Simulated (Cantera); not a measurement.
Input (Python, Cantera) and output of one run.

```python
import numpy as np
import cantera as ct

gas_names = """
    CL CL2 H HCL H2 N NH NH2 NH3 N2 N2H2 N2H4 Si SiCL SiCL2 SiCL3 SiCL4 SiH SiHCL3 SiH2 SiH2CL2 SiH3
    SiH3CL SiH4 SiN Si2 Si2N Si3
""".split()
cond_names = """
    NH4CL(a) NH4CL(b) Si(cr) Si(L) Si3N4(a)
""".split()


def load(file, names, dense=False):
    # The tables refer to 1 bar. Condensed volumes are neglected.
    table = {s.name: s for s in ct.Species.list_from_file(file)}
    out = []
    for n in names:
        d = dict(table[n].input_data)
        d["thermo"] = dict(d["thermo"], **{"reference-pressure": 1e5})
        if dense:
            d["equation-of-state"] = {"model": "constant-volume", "density": "1e6 g/cm^3"}
        out.append(ct.Species.from_dict(d))
    return out


gas = ct.Solution(thermo="ideal-gas", species=load("nasa_gas.yaml", gas_names))
cond = {s.name: ct.Solution(thermo="fixed-stoichiometry", species=[s], name=s.name)
        for s in load("nasa_condensed.yaml", cond_names, dense=True)}
atoms = {
    'SiHCl3': {'Si': 1, 'H': 1, 'CL': 3},
    'NH3': {'N': 1, 'H': 3},
}
top_T = {'Si3N4(a)': 2400}  # K; cautious upper limits of use, not melting points


def equilibrate(T, P, feed):
    n = {}
    for name, mol in feed.items():
        for a, k in atoms[name].items():
            n[a] = n.get(a, 0.0) + k * mol
    gas.TPX = T, P, n
    mass = sum(n.values()) * gas.mean_molecular_weight
    gas.equilibrate("TP")
    valid = [c for c in cond.values() if c.min_temp <= T <= top_T.get(c.name, c.max_temp)]
    mix = ct.Mixture([(gas, mass / gas.mean_molecular_weight)] + [(c, 0.0) for c in valid])
    mix.T, mix.P = T, P
    mix.equilibrate("TP", solver="vcs", rtol=1e-11, max_steps=5000)
    return mix


results = []
feed = {'SiHCl3': 1, 'NH3': 1.3}  # mol
P = 1333.22  # Pa
for T in [1525, 1575, 1625, 1675, 1725, 1775, 1825, 1875, 1925, 1975, 2025, 2075]:
    mix = equilibrate(T, P, feed)
    results.append((T, P, feed, dict(zip(mix.species_names, mix.species_moles))))

top = {s: max(r[3][s] / sum(r[3][g] for g in gas_names) for r in results) for s in gas_names}
cols = sorted((s for s in top if top[s] > 1e-06), key=lambda s: -top[s])[:7]
seen = [c for c in cond_names if any(r[3].get(c, 0) > 1e-12 for r in results)]
print("log10 of partial pressures in bar; condensed amounts in mol")
print(f"{'T/K':>10s}" + "".join(f"{s[:9]:>10s}" for s in cols + seen))
for T, P, feed, n in results:
    ng = sum(n[g] for g in gas_names)
    print(f"{T:10.4g}" + "".join(f"{np.log10(max(n[s] / ng * P / 1e5, 1e-99)):10.3f}" for s in cols)
          + "".join(f"{n.get(c, 0):10.4g}" for c in seen))
```

Result:

```
log10 of partial pressures in bar; condensed amounts in mol
       T/K        H2       HCL     SiCL2        N2     SiCL3         H     SiCL4  Si3N4(a)
      1525    -2.276    -2.348    -2.742    -2.858    -3.623    -5.764    -4.032   0.09996
      1575    -2.264    -2.417    -2.651    -2.798    -3.739    -5.513    -4.410   0.06036
      1625    -2.251    -2.495    -2.588    -2.751    -3.882    -5.277    -4.811   0.02378
      1675    -2.242    -2.553    -2.552    -2.723    -4.024    -5.056    -5.178         0
      1725    -2.244    -2.550    -2.550    -2.724    -4.124    -4.853    -5.428         0
      1775    -2.246    -2.547    -2.548    -2.724    -4.221    -4.661    -5.665         0
      1825    -2.247    -2.545    -2.547    -2.725    -4.313    -4.480    -5.891         0
      1875    -2.249    -2.544    -2.548    -2.726    -4.401    -4.308    -6.105         0
      1925    -2.252    -2.541    -2.550    -2.727    -4.485    -4.146    -6.308         0
      1975    -2.256    -2.538    -2.554    -2.728    -4.565    -3.992    -6.498         0
      2025    -2.261    -2.533    -2.561    -2.730    -4.641    -3.846    -6.676         0
      2075    -2.269    -2.526    -2.572    -2.733    -4.713    -3.709    -6.841         0
```

Equilibrium computed with Cantera from the NASA thermochemical tables; the gas is ideal and each condensed phase is pure. The tables' values for SiCl3, SiCl, SiN are old estimates; treat these amounts as uncertain. Gases not in the tables: Si2H6 and higher silanes.
